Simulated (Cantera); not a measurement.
## Thermodynamics of iron carbonyl, mercury and lead vapours, feed Hg + O2 + H2

Charge: 1 mol Hg, 0.1 mol O2, 0.33 mol H2, held at 750 °C and 130000 Pa.

Method: chemical equilibrium by Gibbs-energy minimisation in Cantera with the NASA 1993 tables (ideal gas, pure condensed phases). Candidate condensed phases: H2O, Hg, HgO; 10 gas species. The numbers say what is thermodynamically allowed, not how fast it happens.

```
Property                             Result
--------------------------------  ---------
x(Hg)                                 0.752
x(H2O)                                0.150
x(H2)                                0.0977
gas amount                        1.330 mol
log10 activity of Hg(l) (absent)      -1.86
```
